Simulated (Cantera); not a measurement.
## Equilibrium for carbon deposition, reforming and gasification: n-butane + H2 + O2

Charge: 1 mol n-butane, 1.4 mol H2, 0.019 mol O2, held at 1.33 mbar.

Method: chemical equilibrium by Gibbs-energy minimisation in Cantera with the NASA 1993 tables (ideal gas, pure condensed phases). Candidate condensed phases: C, C6H6, C7H8, C8H18, H2O; 110 gas species. Kinetics and transport are ignored.

From 977 °C to 2627 °C the condensed part is C(graphite). The main C-bearing gas is CO at 977 °C and C3 at 2627 °C.

| T (°C) | log p H2 | log p H | log p C3 | log p C | log p C2 | log p CO | log p C2H2 (acetylene) | log p C2H | n C(graphite) |
|---|---|---|---|---|---|---|---|---|---|
| 977 | -2.88 | -7.75 | <-14 | <-14 | <-14 | -5.10 | -9.48 | <-14 | 3.96 |
| 1127 | -2.88 | -6.75 | <-14 | <-14 | <-14 | -5.10 | -8.48 | <-14 | 3.96 |
| 1277 | -2.88 | -5.94 | <-14 | <-14 | <-14 | -5.10 | -7.67 | -13.33 | 3.96 |
| 1427 | -2.88 | -5.27 | -14.35 | -13.82 | <-14 | -5.10 | -7.01 | -11.66 | 3.96 |
| 1577 | -2.88 | -4.71 | -12.30 | -12.03 | -13.38 | -5.11 | -6.47 | -10.26 | 3.96 |
| 1727 | -2.90 | -4.24 | -10.56 | -10.52 | -11.63 | -5.11 | -6.01 | -9.08 | 3.95 |
| 1877 | -2.93 | -3.84 | -9.07 | -9.21 | -10.13 | -5.13 | -5.64 | -8.07 | 3.94 |
| 2027 | -2.99 | -3.51 | -7.78 | -8.08 | -8.83 | -5.16 | -5.36 | -7.22 | 3.91 |
| 2177 | -3.12 | -3.26 | -6.65 | -7.08 | -7.69 | -5.21 | -5.18 | -6.51 | 3.87 |
| 2327 | -3.32 | -3.08 | -5.65 | -6.20 | -6.68 | -5.27 | -5.11 | -5.92 | 3.78 |
| 2477 | -3.62 | -2.98 | -4.77 | -5.42 | -5.79 | -5.34 | -5.17 | -5.46 | 3.31 |
| 2627 | -4.04 | -2.96 | -3.99 | -4.72 | -4.99 | -5.42 | -5.38 | -5.13 | 0.177 |
log p: log10 of the partial pressure in bar; n: condensed amount in mol.
